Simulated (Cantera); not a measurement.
An adiabatic, constant-volume homogeneous reactor starts with CO : H2 : O2 : N2 : H2O = 1.4 : 0.24 : 0.639 : 2.4 : 0.87 (molar parts), equivalence ratio 1.3, at 1223 K and 0.622 atm.

Model: GRI-Mech 3.0 (53 species, 325 reactions), integrated in Cantera.

Q: Predict: time of steepest temperature rise; temperature at 0.200 s; equilibrium temperature; x(CO) at 0.200 s; x(H2) at 0.200 s; x(O2) at 0.200 s; x(N2O) at 0.200 s; x(NO) at 0.200 s; x(HO2) at 0.200 s; x(H2O2) at 0.200 s.

A: 
```json
{
 "time_of_steepest_temperature_rise": "0.150 ms",
 "temperature at 0.200 s": "2663 K",
 "equilibrium_temperature": "2663 K",
 "x(CO) at 0.200 s": "0.102 (gas-phase equilibrium 0.102)",
 "x(H2) at 0.200 s": "0.0169 (gas-phase equilibrium 0.0169)",
 "x(O2) at 0.200 s": "0.0161 (gas-phase equilibrium 0.0161)",
 "x(N2O) at 0.200 s": "3.11e-7 (gas-phase equilibrium 3.11e-7)",
 "x(NO) at 0.200 s": "0.00646 (gas-phase equilibrium 0.00646)",
 "x(HO2) at 0.200 s": "4.54e-6 (gas-phase equilibrium 4.54e-6)",
 "x(H2O2) at 0.200 s": "2.66e-7 (gas-phase equilibrium 2.66e-7)"
}
```
